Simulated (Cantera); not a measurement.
Input (Python, Cantera) and output of one run.

```python
import numpy as np
import cantera as ct

gas_names = [...]  # 136 gases of nasa_gas.yaml made of C, H, N, O
cond_names = """
    C(gr) C6H6(L) C7H8(L) C8H18(L),n-octa H2O(s) H2O(L)
""".split()


# ... load() reads the species with a 1 bar reference pressure and builds the phases ...
atoms = {
    'C3H8': {'C': 3, 'H': 8},
    'O2': {'O': 2},
    'N2': {'N': 2},
}
top_T = {'C(gr)': 4500}  # K; cautious upper limits of use, not melting points


# ... equilibrate(T, P, feed) seeds the gas with the atoms and calls Mixture.equilibrate('TP', solver="vcs", rtol=1e-11, max_steps=5000) ...
results = []
T = 925  # K
P = 3900000  # Pa
for m in [0.083, 0.33, 0.59, 0.84, 1.1, 1.3, 1.6, 1.8]:
    feed = {'C3H8': 1, 'O2': m, 'N2': 0.18}  # mol
    mix = equilibrate(T, P, feed)
    results.append((T, P, feed, dict(zip(mix.species_names, mix.species_moles))))

top = {s: max(r[3][s] / sum(r[3][g] for g in gas_names) for r in results) for s in gas_names}
cols = sorted((s for s in top if top[s] > 0.001), key=lambda s: -top[s])[:8]
seen = [c for c in cond_names if any(r[3].get(c, 0) > 1e-12 for r in results)]
print("log10 of partial pressures in bar; condensed amounts in mol")
print(f"{'n(O2)':>10s}" + "".join(f"{s[:9]:>10s}" for s in cols + seen))
for T, P, feed, n in results:
    ng = sum(n[g] for g in gas_names)
    print(f"{feed['O2']:10.4g}" + "".join(f"{np.log10(max(n[s] / ng * P / 1e5, 1e-99)):10.3f}" for s in cols)
          + "".join(f"{n.get(c, 0):10.4g}" for c in seen))
```

It prints:

```
log10 of partial pressures in bar; condensed amounts in mol
     n(O2)       CH4       H2O        H2       CO2        N2        CO       NH3     C(gr)
     0.083     1.374     0.344     1.009    -1.196     0.426    -0.837    -1.276     1.404
      0.33     1.282     0.841     0.963    -0.111     0.385    -0.295    -1.365       1.5
      0.59     1.196     0.998     0.920     0.291     0.346    -0.094    -1.449     1.515
      0.84     1.122     1.071     0.883     0.510     0.312     0.016    -1.522     1.475
       1.1     1.051     1.112     0.848     0.663     0.279     0.092    -1.592     1.393
       1.3     1.001     1.131     0.822     0.751     0.255     0.136    -1.641     1.308
       1.6     0.931     1.147     0.787     0.852     0.221     0.187    -1.711     1.154
       1.8     0.887     1.152     0.766     0.906     0.200     0.214    -1.754     1.037
```

Equilibrium computed with Cantera from the NASA thermochemical tables; the gas is ideal and each condensed phase is pure. The ideal-gas law is rough above about 30 bar.
